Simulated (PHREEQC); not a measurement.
PHREEQC input (ion-association model, phreeqc.dat):

```
SOLUTION 0
  temp 15
  units mmol/kgw
  pH 7 charge
  S(6) 2.9
  Zn 2.9
  Cl 55.51
  Li 7.5
  Mg 24
  O(0) 1 O2(g) -0.68
SOLUTION 1-30
  temp 15
  units mmol/kgw
  pH 7 charge
  Cl 25.21
  Cd 11
  S(6) 5.2
  Zn 5.2
  Na 3.2
  O(0) 1 O2(g) -0.68
END
EXCHANGE 1-30
  X 0.11
  -equilibrate 1
END
SELECTED_OUTPUT 1
  -reset false
  -pH true
  -pe true
  -ionic_strength true
  -water true
  -step true
  -totals Cd Cl Li Mg Na S Zn S(-2) S(6)
  -molalities MgX2 NaX CdX2 ZnX2 LiX
  -saturation_indices Halite Zn(OH)2(e) Cd(OH)2
PRINT
  -reset false
TRANSPORT
  -cells 30
  -shifts 180
  -lengths 0.00666667
  -time_step 3600
  -dispersivities 0.01
  -boundary_conditions flux flux
  -correct_disp true
  -punch_cells 30
  -punch_frequency 6
END
```

Selected output (columns that matter, 13 of 31 rows; pore volumes added in front):

```
pore volumes	pH	mu	Cd	Cl	Li	Mg	Na	S	Zn	m_MgX2	m_NaX	si_Halite	si_Zn(OH)2(e)	si_Cd(OH)2
0	5.0958	0.03935	0.011	0.02521	0	0	0.0032	0.0052	0.0052	0	0.0014245	-5.9131	-3.971	-6.0634
0.4167	5.0957	0.039415	0.01103	0.025301	7.784e-07	2.6929e-14	0.0032024	0.0051931	0.0052069	7.6856e-14	0.0014243	-5.9114	-3.9707	-6.0631
1.0167	5.074	0.051542	0.016667	0.042878	0.0020135	8.0021e-06	0.0027419	0.0038588	0.0062401	1.8986e-05	0.0010877	-5.7856	-3.9454	-6.0386
1.6167	5.0625	0.060251	0.018608	0.054143	0.0061224	0.0010325	0.00092221	0.0030038	0.0069074	0.0022563	0.00034721	-6.1663	-3.9335	-6.0807
2.0167	5.0621	0.065705	0.014831	0.055277	0.0071822	0.0043188	0.00032069	0.0029177	0.00765	0.0088183	0.00011641	-6.5964	-3.8987	-6.2057
2.4167	5.0643	0.072986	0.0091434	0.055474	0.0074744	0.0094926	9.645e-05	0.0029027	0.0082134	0.017801	3.3478e-05	-7.0879	-3.8753	-6.4408
3.0167	5.0706	0.081042	0.0031633	0.055508	0.0075051	0.016116	1.3782e-05	0.0029002	0.0076106	0.028302	4.6201e-06	-7.9029	-3.9083	-6.9192
3.6167	5.077	0.084236	0.00094069	0.05551	0.0074878	0.019712	1.835e-06	0.0029	0.0062528	0.034581	6.1443e-07	-8.7674	-3.9857	-7.4445
4.0167	5.0803	0.085047	0.00041027	0.05551	0.0074851	0.021068	4.7102e-07	0.0029	0.0054292	0.037356	1.5853e-07	-9.3552	-4.0416	-7.8011
4.4167	5.0829	0.085427	0.00017796	0.05551	0.0074864	0.021967	1.2009e-07	0.0029	0.0047618	0.039405	4.0653e-08	-9.9475	-4.0939	-8.1599
5.0167	5.0857	0.085664	5.0535e-05	0.05551	0.0074904	0.022815	1.5337e-08	0.0029	0.0040394	0.041526	5.2298e-09	-10.84	-4.1602	-8.7019
5.6167	5.0874	0.085752	1.4256e-05	0.05551	0.0074939	0.023311	1.9462e-09	0.0029	0.0035776	0.042861	6.6701e-10	-11.737	-4.2096	-9.2483
6.0167	5.0882	0.08578	6.1099e-06	0.05551	0.0074957	0.023523	4.9026e-10	0.0029	0.003373	0.043452	1.6841e-10	-12.335	-4.2336	-9.6148
```

Species that the database lacks are ignored.
